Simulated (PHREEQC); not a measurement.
Solution (25 °C): 0.022 mol/kgw TMAH and 2.2e-05 mol/kgw H4SiO4. Closed to the air; pH follows from the charge balance.

The numbers come from PHREEQC with the ion-association model, wateq4f.dat.

| quantity | before | after |
|---|---|---|
| pH | 12.28 | 7.66 |
| ionic strength (mol/kgw) | 0.0220 | 0.0220 |
| H3SiO4- (mol/kgw) | 1.84e-5 | 1.70e-7 |
| H4SiO4 (mol/kgw) | 5.67e-8 | 2.18e-5 |
| SI of Quartz (SiO2) | -3.26 | -0.68 |

Problem. What was changed between the two runs?
A. H4SiO4 replaced by K2SiO3 at the same molality
B. H4SiO4 from 2.2e-05 to 0.00022 mol/kgw
C. TMAH replaced by (CH3)4NF at the same molality
D. TMAH from 0.022 to 0.22 mol/kgw
E. temperature from 25 to 55 °C

Solution. C, TMAH replaced by (CH3)4NF at the same molality

Precipitation was switched off in this run. (CH3)4N+ isn't in the database: it is added as a free cation with an ion size of 4 Å. SiF6-2 is the database's only silicon fluoride.
